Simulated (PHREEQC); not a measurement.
Consider water at 25 °C with 0.008 mol K2CO3 and 1e-06 mol H4SiO4 per kg of water. Closed to the air; pH follows from the charge balance.

Model: ion-association model, phreeqc.dat, run in PHREEQC.

**Question.** The ionic strength comes out as 0.0229 mol/kgw. What activity coefficients do CO3-2, HCO3-, OH-, K+ get?

**Answer.** CO3-2 0.57, HCO3- 0.87, OH- 0.86, K+ 0.86.

No solid was allowed to form. Complexes and solids missing from the database can't appear.
